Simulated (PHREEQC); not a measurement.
Dissolve 0.0047 mol/kgw CuSO4, 0.00025 mol/kgw CuCl2, 0.16 mol/kgw Cs2SO4 and 0.00043 mol/kgw NaCl at 90 °C. Closed to the air; pH follows from the charge balance.

Computed with PHREEQC (ion-association model, wateq4f.dat).

Precipitation was switched off in this run.

Task: Estimate the pH, activity of water.

Result: pH 5.11; activity of water 0.992.

Task: In which forms is S present?

Result: SO4-2 98 %, CuSO4 1.7 % of the S.

The solution is supersaturated, for example in Atacamite, Cu(OH)2, so a real one may precipitate; this is no full list. Away from 25 °C the constants follow the database's enthalpies or fits; those with neither stay at their 25 °C values.
